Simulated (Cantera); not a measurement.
Feed: 1 mol Na2SO4, 1.5 mol CO2, equilibrated at 49.5 Torr.

Method: chemical equilibrium by Gibbs-energy minimisation in Cantera with the NASA 1993 tables (ideal gas, pure condensed phases). Candidate condensed phases: C, Na, NaO2, Na2CO3, Na2O, Na2O2, Na2S, Na2SO4, S; 27 gas species. Kinetics and transport are ignored.

Task: Which condensed phases are stable at each of these points (T (°C)): 1200, 1275, 1350, 1425, 1500, 1575, 1650, 1725, 1800, 1875, 1950?

Result: 
| T (°C) | condensed phases | Na condensed (%) |
|---|---|---|
| 1200 | Na2SO4(l) | 99.9 |
| 1275 | Na2SO4(l) | 99.6 |
| 1350 | Na2SO4(l) | 98.8 |
| 1425 | Na2SO4(l) | 96.8 |
| 1500 | Na2SO4(l) | 91.7 |
| 1575 | Na2SO4(l) | 76.5 |
| 1650 | gas only | 0.0 |
| 1725 | gas only | 0.0 |
| 1800 | gas only | 0.0 |
| 1875 | gas only | 0.0 |
| 1950 | gas only | 0.0 |

From 1200 °C to 1575 °C the condensed part is Na2SO4(l). From 1650 °C to 1950 °C nothing is condensed.
